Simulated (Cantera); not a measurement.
## Pyrogenic steam for wet oxidation

An isothermal, constant-pressure homogeneous reactor starts with 24.8 % H2, 27.9 % O2, 47.4 % N2, at 1050 K and 0.132 atm.

Detailed kinetics in Cantera: GRI-Mech 3.0 (53 species, 325 reactions). The temperature is held fixed by assumption; the heat of reaction is taken as removed at once.

```csv
t (s),x H2,x O2,x HO2,x N2O,x H
9.00e-5,0.248,0.279,3.26e-9,<1e-12,1.38e-8
0.000273,0.248,0.279,1.22e-6,<1e-12,1.45e-5
0.000830,0.0141,0.180,4.77e-5,8.46e-9,0.0156
0.00252,0.00106,0.177,2.16e-5,1.43e-8,6.93e-5
0.00765,0.000166,0.176,5.78e-6,1.57e-8,3.13e-6
0.0232,1.90e-5,0.176,9.45e-7,1.62e-8,1.67e-7
0.0706,1.43e-6,0.176,1.34e-7,1.65e-8,9.34e-9
0.214,1.23e-7,0.176,2.73e-8,1.66e-8,8.57e-10
0.651,2.51e-8,0.176,7.72e-9,1.67e-8,1.22e-10
1.98,7.11e-9,0.176,2.74e-9,1.67e-8,2.08e-11
6.00,2.28e-9,0.176,1.53e-9,1.65e-8,3.96e-12
```
x: mole fraction; the columns are a selection and need not sum to one.

Equilibrium at this temperature and pressure: H2 6.72e-10, O2 0.176, HO2 1.78e-9, N2O 9.55e-10, H <1e-12 (gas phase only).
